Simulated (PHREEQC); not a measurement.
Solution (25 °C): 6.9 mmol/kgw Na3PO4 and 0.25 mmol/kgw K3PO4. Closed to the air; pH follows from the charge balance.

All values are PHREEQC results (ion-association model, wateq4f.dat), not measurements.

Precipitation was switched off in this run.

### Question
Order these P species by the share of P that they hold, largest first: NaHPO4-, HPO4-2, PO4-3.

### Answer
HPO4-2 (69 %), PO4-3 (30 %), NaHPO4- (1.4 %)

The pH is 11.62 and the ionic strength 0.0326 mol/kgw. Complexes and solids missing from the database can't appear. H3PO4, which wateq4f.dat lacks, is added to it with the constant of phreeqc.dat.
